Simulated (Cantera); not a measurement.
A Cantera script and what it prints.

```python
import numpy as np
import cantera as ct

gas_names = """
    CL CLO CL2 H HCL HOCL HO2 H2 H2O H2O2 O OH O2 O3
""".split()
cond_names = """
    H2O(s) H2O(L)
""".split()


# ... load() reads the species with a 1 bar reference pressure and builds the phases ...
atoms = {
    'HCl': {'H': 1, 'CL': 1},
    'H2O': {'H': 2, 'O': 1},
    'O2': {'O': 2},
}
top_T = {}  # K; cautious upper limits of use, not melting points


# ... equilibrate(T, P, feed) seeds the gas with the atoms and calls Mixture.equilibrate('TP', solver="vcs", rtol=1e-11, max_steps=5000) ...
results = []
feed = {'HCl': 1, 'H2O': 0.52, 'O2': 0.038}  # mol
T = 2250  # K
P = 7300  # Pa
mix = equilibrate(T, P, feed)
results.append((T, P, feed, dict(zip(mix.species_names, mix.species_moles))))
print(gas.report(threshold=0.001))
for i in range(1, mix.n_phases):
    print(f"{mix.phase(i).name:16s} {mix.phase_moles(i):12.5e} mol")
```

Result:

```
       temperature   2250 K
          pressure   7300 Pa
           density   0.01137 kg/m^3
  mean mol. weight   29.138 kg/kmol
   phase of matter   gas

                          1 kg             1 kmol
                     ---------------   ---------------
          enthalpy       -1.7297e+06         -5.04e+07  J
   internal energy       -2.3718e+06       -6.9108e+07  J
           entropy            9741.6        2.8385e+05  J/K
    Gibbs function       -2.3648e+07       -6.8906e+08  J
 heat capacity c_p            1395.9             40673  J/K
 heat capacity c_v            1110.6             32359  J/K

                      mass frac. Y      mole frac. X     chem. pot. / RT
                     ---------------   ---------------   ---------------
                CL          0.095876          0.078804           -21.643
                 H         0.0001297          0.003749           -13.232
               HCL           0.67599           0.54025           -34.875
                H2         0.0012871          0.018603           -26.464
               H2O            0.2078           0.33609           -44.635
                 O        0.00077645         0.0014141           -18.171
                OH         0.0059391          0.010175           -31.403
                O2          0.011776          0.010723           -36.342
     [   +6 minor]        0.00043303        0.00018799
```

Equilibrium computed with Cantera from the NASA thermochemical tables; the gas is ideal and each condensed phase is pure.
